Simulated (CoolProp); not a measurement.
Vapour-liquid equilibrium of propylene (1) + benzene (2) at 41.95 °C; x and y are mole fractions of (1).

Values from CoolProp's multi-fluid Helmholtz-energy mixture model, Lemmon 2013 and Thol 2012; pair parameters Bell 2016.

| x | bubble pressure (MPa) | y at the bubble point | dew pressure at overall composition x (MPa) | liquid density (mol/L) |
|---|---|---|---|---|
| 0.05 | 0.1511 | 0.826 | 0.02780 | 11.03 |
| 0.15 | 0.3757 | 0.931 | 0.03108 | 11.20 |
| 0.25 | 0.5704 | 0.956 | 0.03523 | 11.36 |
| 0.35 | 0.7398 | 0.967 | 0.04065 | 11.50 |
| 0.45 | 0.8898 | 0.974 | 0.04804 | 11.62 |
| 0.55 | 1.027 | 0.979 | 0.05870 | 11.72 |
| 0.65 | 1.158 | 0.983 | 0.07542 | 11.78 |
| 0.75 | 1.292 | 0.987 | 0.1054 | 11.78 |
| 0.85 | 1.439 | 0.991 | 0.1749 | 11.70 |
| 0.95 | 1.615 | 0.997 | 0.5064 | 11.48 |

No azeotrope shows between x = 0.05 and 0.95.

The pair parameters rest on a limited set of measurements; away from them the model extrapolates. The gap from Raoult's law changes sign with composition, which may be real or a fault of the pair parameters; it wasn't checked against measurements.
